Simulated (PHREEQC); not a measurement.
Brine

A solution holds 0.012 mol/kgw Na2SO4, 0.00022 mol/kgw SrCl2 and 0.15 mol/kgw NaCl, at 20 °C. Closed to the air; pH follows from the charge balance.

All values are PHREEQC results (ion-association model, wateq4f.dat), not measurements.

Precipitation was switched off in this run.

What activity of water does the model give?

activity of water 0.994.

In which forms is S present?

SO4-2 80 %, NaSO4- 20 % of the S.

Species that the database lacks are ignored.
